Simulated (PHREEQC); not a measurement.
Consider water at 25 °C with 1 mol KCl and 1.7 mol MgSO4 per kg of water. Closed to the air; pH follows from the charge balance.

The numbers come from PHREEQC with the Pitzer model, pitzer.dat.

No solid was allowed to form.

Task: Estimate the activity of water.

Result: activity of water 0.921.

Species that the database lacks are ignored.
